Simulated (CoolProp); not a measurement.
Vapour pressure (bar) of decamethyltetrasiloxane (MD2M): the reference equation beside estimates from Tc = 599.4 K, pc = 11.44 bar, ω = 0.635.

Computed with CoolProp (reference Helmholtz-energy equation of state, Thol 2017).

| T (K) | reference | Lee-Kesler | van der Waals |
|---|---|---|---|
| 343.4 | 0.01061 | 0.01130 | 0.7571 |
| 356.3 | 0.02087 | 0.02178 | 0.9415 |
| 369.3 | 0.03873 | 0.03981 | 1.156 |
| 382.2 | 0.06769 | 0.06882 | 1.400 |
| 395.1 | 0.1127 | 0.1137 | 1.675 |
| 408.1 | 0.1805 | 0.1811 | 1.988 |
| 421 | 0.2772 | 0.2772 | 2.333 |
| 433.9 | 0.4117 | 0.4107 | 2.716 |

Absolute difference from the reference over all 8 rows, mean and median: Lee-Kesler 2.1 and 1.3 %, van der Waals 2498.6 and 1677.2 %.
